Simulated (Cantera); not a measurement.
# Carbon deposition, reforming and gasification: C₂H₆ + H₂

A closed system holds: 1 mol C₂H₆, 8 mol H₂, equilibrated at 2148 K and 50.0 Pa.

These are equilibrium values from Cantera (NASA tables, ideal gas, pure condensed phases), not measurements of a reactor. Candidate condensed phases: C, C₆H₆, C₇H₈, C₈H₁₈; 76 gas species. Rates play no part.

```json
{
  "x(H₂)": "0.829",
  "x(H)": "0.170",
  "x(C₂H₂ (acetylene))": "0.00159",
  "x(C₂H)": "9.70e-6",
  "x(C₃)": "1.64e-6",
  "x(C₄H₂)": "1.23e-6",
  "x(C)": "1.18e-6",
  "n(C(graphite))": "1.96 mol",
  "gas_amount": "12.02 mol"
}
```
